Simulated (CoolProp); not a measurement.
Vapour-liquid equilibrium of CHF3 (R23) (1) + R125 (2) at 1.34 MPa; x and y are mole fractions of (1).

Computed with CoolProp (multi-fluid Helmholtz-energy mixture model, Penoncello 2003 and Lemmon 2005; pair parameters Bell 2016).

```csv
x,bubble temperature (°C),y at the bubble point,dew temperature at overall composition x (°C),liquid density (mol/L)
0.05,20.7,0.105,22.4,10.25
0.15,14.5,0.293,19.3,10.83
0.25,8.7,0.451,16.0,11.44
0.35,3.3,0.580,12.5,12.06
0.45,-1.6,0.685,8.7,12.69
0.55,-6.0,0.769,4.6,13.35
0.65,-10.0,0.838,0.1,14.04
0.75,-13.6,0.894,-4.9,14.76
0.85,-16.9,0.941,-10.7,15.52
0.95,-19.9,0.982,-17.5,16.34
```

No azeotrope shows between x = 0.05 and 0.95.

The pair parameters rest on a limited set of measurements; away from them the model extrapolates.
